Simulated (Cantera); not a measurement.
Charge: 1 mol B₂O₃, 1.7 mol H₂O, 0.17 mol N₂, at 10.0 mbar.

These are equilibrium values from Cantera (NASA tables, ideal gas, pure condensed phases), not measurements of a reactor. Candidate condensed phases: B, BN, B₂O₃, B₃O₃H₃, H₂O; 39 gas species. Gases not in the tables: H₃BO₃. The numbers say what is thermodynamically allowed, not how fast it happens. All values below are at 1023 K.

Base state: H₂O 0.906, N₂ 0.0910, (HBO₂)₃ 0.00215, HBO₂ 0.000400 (mole fractions); condensed: B₂O₃(l).

Q: What changes in the equilibrium state with this change: N₂ from 0.17 to 96 mol?

A: 
| species | before | after |
|---|---|---|
| N₂ | 0.0910 | 0.983 |
| H₂O | 0.906 | 0.0174 |
| HBO₂ | 0.000400 | 5.53e-5 |
| (HBO₂)₃ | 0.00215 | 5.69e-6 |
| B₂O₃(l), mol | 0.994 | 0.996 |
